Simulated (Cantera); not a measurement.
A jet of CH4 : O2 : N2 = 0.015 : 0.17 : 0.79 (molar parts) at 300 K and 3000 Pa hits a platinum plate 2.6 cm away at a mass flux of 0.16 kg/m²/s; the plate temperature is set and raised in steps from an oxygen-covered start.

Cantera simulation using Deutschmann's 1995 Pt surface mechanism with GRI-Mech 3.0 gas chemistry; the numbers are that mechanism's predictions, not measurements. Catalytic surfaces can have several steady states; this one follows from the mechanism file's or the stated starting coverage.

One state of this run: wall x CH4 = 0.00803; wall x O2 = 0.159; wall x H2O = 0.0135; wall x OH = 4.49e-6; wall x CO = 1.88e-5; wall x CO2 = 0.00892; θ free Pt = 0.636; θ O* = 0.364. x: mole fraction at the wall; θ: surface coverage.

**Question.** Which value of plate T (K) does it belong to?
A. 1000
B. 1150
C. 1200
D. 1050

**Answer.** C, 1200
